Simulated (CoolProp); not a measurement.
A simple Rankine cycle with isobutane: condensing at 310.15 K, boiler at 2.34 MPa, turbine inlet 532.1 K, turbine efficiency 0.8, pump efficiency 0.6, no recuperator. Each further row changes one setting.

Model: reference Helmholtz-energy equation of state, Bücker 2006, in CoolProp.

```tsv
case	thermal efficiency (%)	net work (kJ/kg)	heat in (kJ/kg)	turbine exit temperature (K)	volume ratio over the turbine
as stated	10.1	80.1	796	491.7	4.72
turbine inlet 552.1 K	9.9	84.2	(withheld)	512.0	(withheld)
condensing temperature 302.15 K	(withheld)	91.8	815	486.6	(withheld)
boiler pressure 1.64 MPa	8.0	64.4	806	(withheld)	3.29
turbine efficiency 0.7	8.7	(withheld)	796	495.9	4.77
```

Problem. What belongs in the gaps?

Solution. 
- turbine inlet 552.1 K, heat in (kJ/kg): 852
- turbine inlet 552.1 K, volume ratio over the turbine: 4.69
- condensing temperature 302.15 K, thermal efficiency (%): 11.3
- condensing temperature 302.15 K, volume ratio over the turbine: 5.85
- boiler pressure 1.64 MPa, turbine exit temperature (K): 501.8
- turbine efficiency 0.7, net work (kJ/kg): 69.4
